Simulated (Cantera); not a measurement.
Cantera with NASA thermochemical tables; ideal gases at 1 bar, condensed phases pure. Values are per mole of reaction as written; species without (g) are pure solids or liquids, kept so even where they would boil at 1 bar.

2 B3O3F3(g) → 3 F2(g) + 6 O(g) + 6 B

| T (K) | ΔH° (kJ) | ΔS° (J/K) | ΔG° (kJ) | log10 K |
|---|---|---|---|---|
| 623 | [?] | [?] | [?] | [?] |
| 673 | [?] | [?] | [?] | [?] |
| 723 | 6242.1 | 962.5 | 5546.2 | -400.69 |
| 773 | [?] | [?] | [?] | [?] |
| 823 | [?] | [?] | [?] | [?] |

**Question.** Fill in the missing entries.

**Answer.** 
- 623, ΔH° (kJ): 6239.6
- 623, ΔS° (J/K): 958.8
- 623, ΔG° (kJ): 5642.3
- 623, log10 K: -473.06
- 673, ΔH° (kJ): 6240.9
- 673, ΔS° (J/K): 960.8
- 673, ΔG° (kJ): 5594.3
- 673, log10 K: -434.19
- 773, ΔH° (kJ): 6243.1
- 773, ΔS° (J/K): 963.8
- 773, ΔG° (kJ): 5498.1
- 773, log10 K: -371.52
- 823, ΔH° (kJ): 6244.0
- 823, ΔS° (J/K): 964.9
- 823, ΔG° (kJ): 5449.8
- 823, log10 K: -345.89
